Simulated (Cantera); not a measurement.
Cantera run, input and output.

```python
import numpy as np
import cantera as ct

surf = ct.Interface("ptcombust.yaml", "Pt_surf")
gas = surf.adjacent["gas"]
gas.TPX = 1000, 200000, {'H2': 0.016, 'O2': 0.087, 'N2': 0.79, 'H2O': 0.016}
surf.TP = 1000, 200000
reactor = ct.FlowReactor(gas, clone=False)
reactor.area = 0.0001  # m2
reactor.surface_area_to_volume_ratio = 240  # 1/m
reactor.mass_flow_rate = 2.8 * reactor.area * gas.density  # inlet velocity 2.8 m/s
reactor.energy_enabled = False
wall = ct.ReactorSurface(surf, reactor, clone=False)
net = ct.ReactorNet([reactor])
net.rtol, net.atol = 1e-8, 1e-16
show, cover = ['H2', 'O2', 'H2O'], ['PT(S)', 'H(S)', 'O(S)', 'OH(S)', 'CO(S)', 'C(S)']

rows = []
print(f"{'z/m':>9s}{'u/(m/s)':>9s}" + "".join(f"{s:>13s}" for s in show + cover))
for z in [0.00058, 0.0012, 0.0027, 0.0058, 0.012, 0.027, 0.058]:
    net.advance(z)
    rows.append([reactor.speed, *gas[show].X, *surf[cover].coverages])
    print(f"{z:9.4g}{rows[-1][0]:9.3g}" + "".join(f"{x:13.4e}" for x in rows[-1][1:]))
```

Output:

```
      z/m  u/(m/s)           H2           O2          H2O        PT(S)         H(S)         O(S)        OH(S)        CO(S)         C(S)
  0.00058     2.79   9.6344e-03   9.2075e-02   2.5710e-02   2.6506e-01   1.2097e-06   7.2998e-01   4.9399e-03  -1.9580e-28  -1.1419e-30
   0.0012     2.78   5.9400e-03   9.0390e-02   2.9470e-02   2.1873e-01   8.7627e-07   7.7651e-01   4.7438e-03  -8.4466e-28  -1.0497e-29
   0.0027     2.78   2.2421e-03   8.8702e-02   3.3234e-02   1.8453e-01   6.6074e-07   8.1088e-01   4.5699e-03   2.7943e-26   1.9235e-28
   0.0058     2.78   3.7254e-04   8.7849e-02   3.5136e-02   1.7092e-01   5.8168e-07   8.2457e-01   4.4942e-03  -9.1544e-28  -6.6313e-30
    0.012     2.78   1.1654e-05   8.7684e-02   3.5503e-02   1.6853e-01   5.6815e-07   8.2698e-01   4.4806e-03   1.4150e-28   1.0817e-31
    0.027     2.78   2.9332e-09   8.7680e-02   3.5515e-02   1.6845e-01   5.6772e-07   8.2705e-01   4.4801e-03   1.7061e-28   9.0981e-32
    0.058     2.78   1.7569e-10   8.7680e-02   3.5516e-02   1.6845e-01   5.6773e-07   8.2705e-01   4.4802e-03   1.1108e-28   4.6051e-32
```

Model: Deutschmann's 1995 Pt surface mechanism with GRI-Mech 3.0 gas chemistry, integrated in Cantera. Catalytic surfaces can have several steady states; this one follows from the mechanism file's or the stated starting coverage. Mass transfer to the wall is taken as infinitely fast.
